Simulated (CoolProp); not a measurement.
Computed with CoolProp (reference Helmholtz-energy equation of state, Akasaka 2022).

### Question
For R1233zd(E), give the phase and the density (kg/m³), isothermal compressibility (1/MPa), expansivity (1/kK) at 450 K and 1.01 MPa; 450 K and 1.68 MPa; 450 K and 2.69 MPa.

### Answer
- 450 K and 1.01 MPa: gas; density 39.0, isothermal compressibility 1.10, expansivity 3.15
- 450 K and 1.68 MPa: gas; density 70.6, isothermal compressibility 0.733, expansivity 4.16
- 450 K and 2.69 MPa: gas; density 134, isothermal compressibility 0.580, expansivity 7.33
